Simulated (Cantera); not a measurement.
**Counterflow diffusion flame**

A counterflow diffusion flame at 130000 Pa, nozzles 20 mm apart: fuel side 100 % C3H8 at 500 K, oxidiser side 22.0 % O2, 78.0 % N2 at 823 K, fuel mass flux 1.4 times the oxidiser's; mixture-averaged transport, no radiation.

Computed with Cantera and GRI-Mech 3.0 (53 species, 325 reactions). GRI-Mech 3.0 was tuned for natural gas; its chemistry of propane as a main component is partial and can be far from experiment. GRI-Mech 3.0 has no aromatics or soot, which form on the fuel side of real flames. The maximum strain rate includes the flame's own expansion and is several times the mean.

```
oxidiser flux (kg/m²/s)  max strain (1/s)  mean strain (1/s)  T max (K)  peak x OH  peak x H  peak x NO  peak x CO  peak x C2H2
-----------------------  ----------------  -----------------  ---------  ---------  --------  ---------  ---------  -----------
0.33                                  269               46.8       2316     0.0111   0.00513   0.000555     0.0891       0.0542
0.42                                  339               59.6       2299     0.0112   0.00535   0.000519     0.0880       0.0530
0.53                                  422               75.2       2285     0.0112   0.00559   0.000489     0.0871       0.0519
0.68                                  535               96.5       2270     0.0112   0.00585   0.000459     0.0863       0.0507
0.87                                  675                123       2256     0.0113   0.00613   0.000432     0.0856       0.0494
1.1                                   843                156       2243     0.0113   0.00640   0.000406     0.0851       0.0482
1.4                                  1060                199       2229     0.0112   0.00666   0.000379     0.0845       0.0468
1.8                                  1340                255       2212     0.0111   0.00692   0.000347     0.0839       0.0452
2.3                                  1680                326       2194     0.0110   0.00715   0.000316     0.0835       0.0435
3                                    2150                426       2174     0.0108   0.00737   0.000280     0.0832       0.0415
```
x: mole fraction; the columns are a selection and need not sum to one.
